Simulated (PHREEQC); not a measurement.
A solution holds 0.0074 mol HF, 7.2e-05 mol NaF and 0.0034 mol H2SiF6 per kg of water, at 20 °C. Closed to the air; pH follows from the charge balance.

Equilibrium calculation in PHREEQC: ion-association model, wateq4f.dat.

This is a speciation only: nothing precipitates in the calculation.

Problem. Order these F species by the share of F that they hold, largest first: F-, SiF6-2, HF2-, HF, H2F2.

Solution. SiF6-2 (73 %), HF (23 %), F- (2.8 %), H2F2 (0.93 %), HF2- (0.13 %)

The pH is 2.17 and the ionic strength 0.0110 mol/kgw. Complexes and solids missing from the database can't appear. SiF6-2 is the database's only silicon fluoride.
